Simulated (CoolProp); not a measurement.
Saturation properties of R236EA (Tc = 139.3 °C, pc = 3414 kPa, ω = 0.368).

Model: reference Helmholtz-energy equation of state, Rui 2013, in CoolProp.

| T (°C) | p (kPa) | enthalpy of vaporisation (kJ/kg) | liquid cp (kJ/(kg K)) |
|---|---|---|---|
| 11.15 | 123.6 | 162.8 | 1.239 |
| 13.85 | 137.1 | 161.5 | 1.243 |
| 16.65 | 152.4 | 160.0 | 1.246 |
| 19.35 | 168.4 | 158.6 | 1.250 |
| 22.15 | 186.3 | 157.2 | 1.254 |
| 24.85 | 204.9 | 155.8 | 1.258 |
| 27.65 | 225.7 | 154.3 | 1.263 |
| 30.35 | 247.2 | 152.8 | 1.267 |
| 33.05 | 270.3 | 151.3 | 1.272 |
| 35.85 | 296.0 | 149.7 | 1.278 |
| 38.55 | 322.5 | 148.2 | 1.283 |
| 41.35 | 351.8 | 146.6 | 1.289 |
| 44.05 | 382.0 | 145.0 | 1.295 |
| 46.75 | 414.2 | 143.4 | 1.301 |

It boils at 6.2 °C under 1 atm.
